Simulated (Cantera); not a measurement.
Input: 1 mol C, 14 mol H2.

These are equilibrium values from Cantera (NASA tables, ideal gas, pure condensed phases), not measurements of a reactor. Candidate condensed phases: C, C6H6, C7H8, C8H18; 76 gas species. The ideal-gas law is rough above about 30 bar. Rates play no part.

Stable condensed phases, one row left out:

```
T in K \ P in Pa
               10       72      520     3700    27000   190000  1400000 10000000
   1800         A        A        A        A        A        A        A        A
   1750         A        A        A        A        A        A        A        B
   1700         A        A        A        A        A        A        A        B
   1650         A        A        A        A        A        A        A        B
   1600         A        A        A        A        A        A        A        B
   1550         A        A        A        A        A        A        A        B
   1500         A        A        A        A        A        A        A        B
   1450         A        A        A        A        A        A        A        B
   1400         A        A        A        A        A        A        A        B
   1300         A        A        A        A        A        A        B        B
   1250         A        A        A        A        A        A        B        B
```

A: C; B: gas only.

Q: Give the row for 1350 K.

A: 10: C; 72: C; 520: C; 3700: C; 27000: C; 190000: C; 1400000: C; 10000000: gas only.
